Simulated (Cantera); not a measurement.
Feed: 1 mol TiO2, a varied amount of CO, 0.81 mol H2, at 10.0 mbar.

These are equilibrium values from Cantera (NASA tables, ideal gas, pure condensed phases), not measurements of a reactor. Candidate condensed phases: C, C6H6, C7H8, C8H18, H2O, Ti, TiC, TiO, TiO2, Ti2O3, Ti3O5, Ti4O7; 113 gas species. Mutual solubility and eutectic melting of coexisting phases are not modelled. Condensed phases not in the tables: Magnéli phases beyond Ti4O7. Equilibrium is a limit: real reactors are often held back by kinetics, nucleation or transport.

Q: What condenses at these points (T in K, n(CO) in mol): (2350, 0.56); (2150, 0.98); (2000, 2.9); (1700, 2.9); (2250, 2.9); (1950, 8.7)?

A: 
```tsv
T (K)	n(CO) in mol	condensed phases	Ti condensed (%)
2350	0.56	Ti4O7	99.7
2150	0.98	Ti4O7	100.0
2000	2.9	Ti4O7	100.0
1700	2.9	TiO2 + Ti4O7	100.0
2250	2.9	Ti4O7	99.8
1950	8.7	Ti3O5 + Ti4O7	100.0
```
